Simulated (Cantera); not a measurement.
A counterflow diffusion flame at 100000 Pa, nozzles 20 mm apart: fuel side CO : H₂ = 1 : 0.95 (molar parts) at 600 K, oxidiser side O₂ : N₂ = 0.28 : 0.72 (molar parts) at 650 K, fuel mass flux 0.79 times the oxidiser's; mixture-averaged transport, no radiation.

Computed with Cantera and GRI-Mech 3.0 (53 species, 325 reactions). The maximum strain rate includes the flame's own expansion and is several times the mean.

x: mole fraction; the columns are a selection and need not sum to one.

```
oxidiser flux (kg/m²/s)  max strain (1/s)  mean strain (1/s)  T max (K)  peak x OH  peak x H  peak x NO  peak x CO
-----------------------  ----------------  -----------------  ---------  ---------  --------  ---------  ---------
0.6                                   472                133       2561     0.0246    0.0155          ?      0.550
0.83                                  638                184       2520     0.0249    0.0171          ?      0.549
1.1                                   832                243       2481     0.0251    0.0187          ?      0.549
1.6                                  1180                354       2419     0.0251    0.0213          ?      0.548
2.2                                  1590                487       2365     0.0250    0.0237          ?      0.547
3                                    2130                664       2306     0.0247    0.0262          ?      0.548
4.1                                  2860                907       2244     0.0242    0.0290          ?      0.548
5.7                                  3910               1260       2178     0.0236    0.0321          ?      0.547
```

### Question
Some entries are withheld; supply them.

### Answer

- 0.6, peak x NO: 0.00105
- 0.83, peak x NO: 0.000727
- 1.1, peak x NO: 0.000522
- 1.6, peak x NO: 0.000320
- 2.2, peak x NO: 0.000212
- 3, peak x NO: 0.000142
- 4.1, peak x NO: 9.89e-5
- 5.7, peak x NO: 7.11e-5
